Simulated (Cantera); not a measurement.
Feed: 1 mol SiH₂Cl₂, 0.024 mol C₂H₂, 48 mol H₂, equilibrated at 2175 K.

Method: chemical equilibrium by Gibbs-energy minimisation in Cantera with the NASA 1993 tables (ideal gas, pure condensed phases). Candidate condensed phases: C, C₆H₆, C₇H₈, C₈H₁₈, Si, SiC; 109 gas species. Mutual solubility and eutectic melting of coexisting phases are not modelled. Gases not in the tables: Si₂H₆ and higher silanes. Equilibrium is a limit: real reactors are often held back by kinetics, nucleation or transport.

Q: What share of the Si ends up in condensed phases as a function of P (Pa), at 100, 240, 560, 1300, 3200, 7500, 18000, 42000, 100000?

A: 
```csv
P (Pa),Si condensed (%),as
100,0.0,-
240,0.0,-
560,0.0,-
1300,0.0,SiC(s)
3200,26.2,Si(l) + SiC(s)
7500,59.3,Si(l) + SiC(s)
18000,74.0,Si(l) + SiC(s)
42000,80.3,Si(l) + SiC(s)
100000,83.2,Si(l) + SiC(s)
```
